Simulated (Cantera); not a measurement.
Input (Python, Cantera):

```python
import numpy as np
import cantera as ct

gas = ct.Solution("gri30.yaml")
gas.TPX = 1673, 101325, {'CH4': 1, 'O2': 1.43, 'N2': 14}
reactor = ct.IdealGasReactor(gas, energy="on", clone=False)
net = ct.ReactorNet([reactor])
net.rtol, net.atol = 1e-08, 1e-16
show = ['CH4', 'O2', 'C2H2', 'C2H6', 'OH', 'CH2CO', 'NO2']
times = np.geomspace(2e-06, 2, 16)

steps = ct.SolutionArray(gas, extra=["t"])
rows = []
print(f"{'t/s':>10s}{'T/K':>9s}{'P/Pa':>11s}" + "".join(f"{s:>11s}" for s in show))
for t in times:
    while net.time < t:
        t_next = net.step()
        steps.append(gas.state, t=t_next)
    rows.append([np.interp(t, steps.t, y) for y in (steps.T, steps.P, *steps(*show).X.T)])
    print(f"{t:10.3e}{rows[-1][0]:9.1f}{rows[-1][1]:11.4g}" + "".join(f"{x:11.3e}" for x in rows[-1][2:]))
rate = np.gradient(steps.T, steps.t)
print("integrator steps:", len(steps.t))
if steps.T.max() > steps.T[0] + 200:
    print(f"time of steepest temperature rise: {steps.t[rate.argmax()]:.4e} s")
gas.TPX = 1673, 101325, {'CH4': 1, 'O2': 1.43, 'N2': 14}
gas.equilibrate("UV")
print(f"equilibrium (UV): T = {gas.T:.1f} K  " + "  ".join(f"{s} {gas[s].X[0]:.3e}" for s in show))
```

It prints:

```
       t/s      T/K       P/Pa        CH4         O2       C2H2       C2H6         OH      CH2CO        NO2
 2.000e-06   1673.0  1.013e+05  6.086e-02  8.704e-02  1.926e-16  1.851e-11  8.232e-08  4.056e-18  2.350e-20
 5.024e-06   1673.0  1.013e+05  6.086e-02  8.703e-02  1.862e-14  3.998e-10  1.028e-07  6.619e-16  6.580e-19
 1.262e-05   1672.9  1.013e+05  6.085e-02  8.703e-02  1.267e-12  7.554e-09  1.405e-07  6.728e-14  1.353e-17
 3.170e-05   1672.8  1.013e+05  6.082e-02  8.702e-02  7.139e-11  1.403e-07  2.486e-07  6.450e-12  2.511e-16
 7.962e-05   1672.6  1.013e+05  6.070e-02  8.698e-02  4.297e-09  2.828e-06  5.851e-07  8.306e-10  4.361e-15
 2.000e-04   1673.5  1.014e+05  5.995e-02  8.664e-02  3.607e-07  6.019e-05  2.152e-06  1.753e-07  9.493e-14
 5.024e-04   1777.0  1.088e+05  3.886e-02  7.227e-02  3.593e-04  7.935e-04  8.887e-05  2.981e-04  7.687e-11
 1.262e-03   2579.5  1.627e+05  3.981e-14  6.371e-04  4.621e-17  2.986e-27  3.897e-03  2.100e-16  2.107e-08
 3.170e-03   2591.5  1.633e+05  6.044e-14  4.649e-04  7.261e-17  5.041e-27  3.369e-03  2.684e-16  3.863e-08
 7.962e-03   2588.6  1.631e+05  6.241e-14  4.469e-04  7.455e-17  5.332e-27  3.309e-03  2.740e-16  5.548e-08
 2.000e-02   2587.9  1.631e+05  6.288e-14  4.427e-04  7.500e-17  5.404e-27  3.295e-03  2.754e-16  5.960e-08
 5.024e-02   2587.9  1.631e+05  6.289e-14  4.426e-04  7.501e-17  5.406e-27  3.294e-03  2.754e-16  5.966e-08
 1.262e-01   2587.9  1.631e+05  6.289e-14  4.426e-04  7.501e-17  5.406e-27  3.294e-03  2.754e-16  5.966e-08
 3.170e-01   2587.9  1.631e+05  6.289e-14  4.426e-04  7.501e-17  5.406e-27  3.294e-03  2.754e-16  5.966e-08
 7.962e-01   2587.9  1.631e+05  6.289e-14  4.426e-04  7.501e-17  5.406e-27  3.294e-03  2.754e-16  5.966e-08
 2.000e+00   2587.9  1.631e+05  6.289e-14  4.426e-04  7.501e-17  5.406e-27  3.294e-03  2.754e-16  5.966e-08
integrator steps: 1733
time of steepest temperature rise: 5.4738e-04 s
equilibrium (UV): T = 2587.9 K  CH4 7.334e-14  O2 4.426e-04  C2H2 8.016e-17  C2H6 7.002e-27  OH 3.294e-03  CH2CO 2.967e-16  NO2 5.966e-08
```

Computed with Cantera and GRI-Mech 3.0 (53 species, 325 reactions).
